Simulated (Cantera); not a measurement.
A freely propagating, adiabatic, planar premixed flame of H₂ : O₂ : N₂ = 1 : 0.515 : 1.94 (molar parts), unburnt at 475 K and 1.30 bar; mixture-averaged transport, grid criteria slope 0.08 and curve 0.16, no radiation.

Cantera simulation using the H2/O2 subset of GRI-Mech 3.0, which has no nitrogen chemistry; the numbers are that mechanism's predictions, not measurements. Burning velocities carry a grid error of a few per cent, more on coarse grids.

Predict: laminar burning velocity; thermal thickness; peak x(HO₂); peak x(H); peak x(OH); peak x(O).

laminar burning velocity: 479 cm/s
thermal thickness: 0.303 mm
peak x(HO₂): 0.000471
peak x(H): 0.0461
peak x(OH): 0.0171
peak x(O): 0.0116
